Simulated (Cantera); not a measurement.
NO annealing gas

An isothermal, constant-pressure homogeneous reactor starts with 29.2 % NO, 70.1 % N₂, 0.730 % H₂O, at 1673 K and 0.510 bar.

Detailed kinetics in Cantera: GRI-Mech 3.0 (53 species, 325 reactions).

| t (s) | x NO | x O | x NO₂ | x N₂ | x N₂O | x O₂ |
|---|---|---|---|---|---|---|
| 1.00e-6 | 0.292 | 2.93e-9 | 1.82e-11 | 0.701 | 2.96e-9 | <1e-12 |
| 3.05e-6 | 0.292 | 8.77e-9 | 1.67e-10 | 0.701 | 9.01e-9 | <1e-12 |
| 9.30e-6 | 0.292 | 2.53e-8 | 1.49e-9 | 0.701 | 2.75e-8 | 4.16e-12 |
| 2.83e-5 | 0.292 | 6.57e-8 | 1.24e-8 | 0.701 | 8.37e-8 | 3.51e-11 |
| 8.64e-5 | 0.292 | 1.30e-7 | 8.62e-8 | 0.701 | 2.54e-7 | 2.59e-10 |
| 0.000263 | 0.292 | 1.72e-7 | 4.28e-7 | 0.701 | 7.69e-7 | 1.64e-9 |
| 0.000803 | 0.292 | 2.07e-7 | 1.64e-6 | 0.701 | 2.29e-6 | 1.13e-8 |
| 0.00245 | 0.292 | 3.51e-7 | 6.28e-6 | 0.701 | 6.46e-6 | 1.32e-7 |
| 0.00747 | 0.292 | 9.11e-7 | 2.22e-5 | 0.701 | 1.57e-5 | 2.82e-6 |
| 0.0228 | 0.292 | 1.52e-6 | 4.09e-5 | 0.701 | 2.71e-5 | 3.13e-5 |
| 0.0694 | 0.292 | 1.80e-6 | 5.04e-5 | 0.701 | 3.03e-5 | 0.000165 |
| 0.212 | 0.291 | 2.12e-6 | 6.04e-5 | 0.701 | 3.02e-5 | 0.000589 |
| 0.645 | 0.288 | 2.80e-6 | 8.17e-5 | 0.703 | 2.97e-5 | 0.00188 |
| 1.97 | 0.280 | 4.13e-6 | 0.000121 | 0.707 | 2.81e-5 | 0.00572 |
| 6.00 | 0.259 | 6.45e-6 | 0.000178 | 0.717 | 2.38e-5 | 0.0165 |
x: mole fraction; the columns are a selection and need not sum to one.

Equilibrium at this temperature and pressure: NO 0.00226, O 1.79e-5, NO₂ 4.46e-6, N₂ 0.846, N₂O 9.81e-8, O₂ 0.145 (gas phase only).
